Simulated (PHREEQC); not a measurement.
Solution (25 °C): 50 mmol/kgw HCl, 0.16 mmol/kgw NaCl and 150 mmol/kgw MnSO4. Closed to the air; pH follows from the charge balance.

Computed with PHREEQC (ion-association model, phreeqc.dat).

Precipitation was switched off in this run.

Question: What pH, ionic strength does the model give?

Answer: pH 1.81; ionic strength 0.348 mol/kgw.

Question: In which forms is S present?

Answer: SO4-2 41 %, MnSO4 39 %, HSO4- 20 % of the S.
